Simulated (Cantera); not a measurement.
# Transport properties of process gases

Gas mixture: 100 % O2, at 94000 Pa, frozen composition.

Cantera's kinetic-theory transport with the Lennard-Jones parameters of GRI-Mech 3.0, ideal gas; thermal conductivity in the mixture-averaged form.

```csv
T (K),ρ (kg/m³),cp (J/kg/K),μ (µPa s),λ (mW/m/K),Pr,D (cm²/s) NO,D (cm²/s) C2H2,D (cm²/s) O
400,0.904,941.4,25.6,33.9,0.713,0.366,0.302,0.586
600,0.603,1003,34.1,48.2,0.709,0.732,0.615,1.17
800,0.452,1055,41.4,61.4,0.710,1.19,1.01,1.89
1000,0.362,1090,47.9,73.6,0.710,1.72,1.47,2.75
1200,0.301,1114,54.0,84.9,0.708,2.34,2.00,3.72
1400,0.258,1134,59.7,95.7,0.707,3.02,2.58,4.81
1600,0.226,1151,65.1,106,0.707,3.77,3.23,6.00
```
D: mixture-averaged diffusion coefficient of that species in the mixture.
